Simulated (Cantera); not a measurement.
## Equilibrium for calcination and drying: Na2CO3 + H2O + CO2

Charge: 1 mol Na2CO3, 8.1 mol H2O, 1.1 mol CO2, equilibrated at 1525 K.

Method: chemical equilibrium by Gibbs-energy minimisation in Cantera with the NASA 1993 tables (ideal gas, pure condensed phases). Candidate condensed phases: C, C6H6, C7H8, C8H18, H2O, Na, NaOH, NaO2, Na2CO3, Na2O, Na2O2; 117 gas species. Equilibrium is a limit: real reactors are often held back by kinetics, nucleation or transport.

```json
[
 {"P (Pa)": "10", "log p H2O": "-4.20", "log p CO2": "-4.77", "log p NaOH": "-5.53", "log p Na": "-4.88", "log p O2": "-5.48", "log p OH": "-6.81", "log p H2": "-7.04", "log p CO": "-7.19", "n Na2CO3(l)": "0"},
 {"P (Pa)": "52", "log p H2O": "-3.48", "log p CO2": "-4.04", "log p NaOH": "-4.45", "log p Na": "-4.30", "log p O2": "-4.90", "log p OH": "-6.31", "log p H2": "-6.61", "log p CO": "-6.75", "n Na2CO3(l)": "0"},
 {"P (Pa)": "270", "log p H2O": "-2.77", "log p CO2": "-3.31", "log p NaOH": "-3.50", "log p Na": "-3.83", "log p O2": "-4.43", "log p OH": "-5.83", "log p H2": "-6.13", "log p CO": "-6.25", "n Na2CO3(l)": "0"},
 {"P (Pa)": "1400", "log p H2O": "-2.05", "log p CO2": "-2.59", "log p NaOH": "-2.68", "log p Na": "-3.46", "log p O2": "-4.05", "log p OH": "-5.38", "log p H2": "-5.61", "log p CO": "-5.71", "n Na2CO3(l)": "0"},
 {"P (Pa)": "7200", "log p H2O": "-1.34", "log p CO2": "-1.87", "log p NaOH": "-1.92", "log p Na": "-3.14", "log p O2": "-3.73", "log p OH": "-4.95", "log p H2": "-5.06", "log p CO": "-5.16", "n Na2CO3(l)": "0"},
 {"P (Pa)": "37000", "log p H2O": "-0.54", "log p CO2": "-1.27", "log p NaOH": "-1.59", "log p Na": "-3.21", "log p O2": "-3.72", "log p OH": "-4.54", "log p H2": "-4.26", "log p CO": "-4.55", "n Na2CO3(l)": "0.644"},
 {"P (Pa)": "190000", "log p H2O": "0.21", "log p CO2": "-0.62", "log p NaOH": "-1.53", "log p Na": "-3.55", "log p O2": "-3.61", "log p OH": "-4.14", "log p H2": "-3.56", "log p CO": "-3.97", "n Na2CO3(l)": "0.927"},
 {"P (Pa)": "1000000", "log p H2O": "0.94", "log p CO2": "0.08", "log p NaOH": "-1.52", "log p Na": "-4.01", "log p O2": "-3.21", "log p OH": "-3.68", "log p H2": "-3.03", "log p CO": "-3.46", "n Na2CO3(l)": "0.986"}
]
```
log p: log10 of the partial pressure in bar; n: condensed amount in mol.

From 0.0750 Torr to 54.0 Torr nothing is condensed. From 278 Torr to 7500 Torr the condensed part is Na2CO3(l). The main Na-bearing gas is Na at 0.0750 Torr and NaOH at 7500 Torr.
